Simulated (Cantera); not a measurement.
A perfectly stirred reactor is fed with CO : O2 : H2O : N2 = 0.0012 : 0.025 : 0.0031 : 1 (molar parts), at 4.50 bar; it is held at 1273 K, and followed from long to short residence time.

Cantera simulation using GRI-Mech 3.0 (53 species, 325 reactions); the numbers are that mechanism's predictions, not measurements.

### Question
Predict: x(CO) at τ = 9.80 s; x(O2) at τ = 9.80 s; x(H2O) at τ = 9.80 s; x(NO) at τ = 9.80 s; x(CO) at τ = 71.0 ms; x(O2) at τ = 71.0 ms; x(H2O) at τ = 71.0 ms; x(NO) at τ = 71.0 ms; x(H) at τ = 71.0 ms.

### Answer
| Quantity | Value |
|---|---|
| x(CO) at τ = 9.80 s | 5.35e-6 |
| x(O2) at τ = 9.80 s | 0.0237 |
| x(H2O) at τ = 9.80 s | 0.00301 |
| x(NO) at τ = 9.80 s | 5.98e-8 |
| x(CO) at τ = 71.0 ms | 0.000194 |
| x(O2) at τ = 71.0 ms | 0.0238 |
| x(H2O) at τ = 71.0 ms | 0.00301 |
| x(NO) at τ = 71.0 ms | 4.09e-8 |
| x(H) at τ = 71.0 ms | 4.64e-8 |
